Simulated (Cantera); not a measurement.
**Adiabatic ignition**

An adiabatic, constant-pressure homogeneous reactor starts with CH4 : O2 : N2 : H2O = 1 : 4.17 : 15.7 : 2 (molar parts), at 1000 K and 22500 Torr.

Model: GRI-Mech 3.0 (53 species, 325 reactions), integrated in Cantera. The pressure lies above the range GRI-Mech 3.0 was tuned for (to about 10 atm).

```json
[
 {"t (s)": "1.00e-6", "T (K)": "1000", "x CH4": "0.0437", "x O2": "0.182", "x H2O": "0.0875", "x C2H4": "<1e-12", "x C2H6": "<1e-12"},
 {"t (s)": "2.89e-6", "T (K)": "1000", "x CH4": "0.0437", "x O2": "0.182", "x H2O": "0.0875", "x C2H4": "<1e-12", "x C2H6": "<1e-12"},
 {"t (s)": "8.33e-6", "T (K)": "1000", "x CH4": "0.0437", "x O2": "0.182", "x H2O": "0.0875", "x C2H4": "<1e-12", "x C2H6": "<1e-12"},
 {"t (s)": "2.40e-5", "T (K)": "1000", "x CH4": "0.0437", "x O2": "0.182", "x H2O": "0.0875", "x C2H4": "<1e-12", "x C2H6": "<1e-12"},
 {"t (s)": "6.93e-5", "T (K)": "1000", "x CH4": "0.0437", "x O2": "0.182", "x H2O": "0.0875", "x C2H4": "<1e-12", "x C2H6": "7.31e-12"},
 {"t (s)": "0.000200", "T (K)": "1000", "x CH4": "0.0437", "x O2": "0.182", "x H2O": "0.0875", "x C2H4": "1.05e-12", "x C2H6": "2.01e-10"},
 {"t (s)": "0.000577", "T (K)": "1000", "x CH4": "0.0437", "x O2": "0.182", "x H2O": "0.0875", "x C2H4": "3.45e-11", "x C2H6": "6.58e-9"},
 {"t (s)": "0.00167", "T (K)": "1000", "x CH4": "0.0437", "x O2": "0.182", "x H2O": "0.0875", "x C2H4": "9.32e-10", "x C2H6": "1.69e-7"},
 {"t (s)": "0.00480", "T (K)": "1000", "x CH4": "0.0437", "x O2": "0.182", "x H2O": "0.0875", "x C2H4": "1.17e-8", "x C2H6": "1.64e-6"},
 {"t (s)": "0.0139", "T (K)": "1001", "x CH4": "0.0436", "x O2": "0.182", "x H2O": "0.0876", "x C2H4": "2.75e-7", "x C2H6": "1.52e-5"},
 {"t (s)": "0.0400", "T (K)": "1922", "x CH4": "<1e-12", "x O2": "0.0947", "x H2O": "0.175", "x C2H4": "<1e-12", "x C2H6": "<1e-12"},
 {"t (s)": "0.115", "T (K)": "1922", "x CH4": "<1e-12", "x O2": "0.0946", "x H2O": "0.175", "x C2H4": "<1e-12", "x C2H6": "<1e-12"},
 {"t (s)": "0.333", "T (K)": "1921", "x CH4": "<1e-12", "x O2": "0.0944", "x H2O": "0.175", "x C2H4": "<1e-12", "x C2H6": "<1e-12"},
 {"t (s)": "0.961", "T (K)": "1918", "x CH4": "<1e-12", "x O2": "0.0938", "x H2O": "0.175", "x C2H4": "<1e-12", "x C2H6": "<1e-12"},
 {"t (s)": "2.77", "T (K)": "1915", "x CH4": "<1e-12", "x O2": "0.0931", "x H2O": "0.175", "x C2H4": "<1e-12", "x C2H6": "<1e-12"},
 {"t (s)": "8.00", "T (K)": "1914", "x CH4": "<1e-12", "x O2": "0.0928", "x H2O": "0.175", "x C2H4": "<1e-12", "x C2H6": "<1e-12"}
]
```
x: mole fraction; the columns are a selection and need not sum to one.

The time of steepest temperature rise is 27.2 ms. The temperature at 8.00 s is 1914 K, the equilibrium temperature comes out as 1914 K and the x(CH4) at 8.00 s is <1e-12 (gas-phase equilibrium <1e-12). The x(O2) at 8.00 s is 0.0928 (gas-phase equilibrium 0.0928). The x(H2O) at 8.00 s comes out as 0.175 (gas-phase equilibrium 0.175).
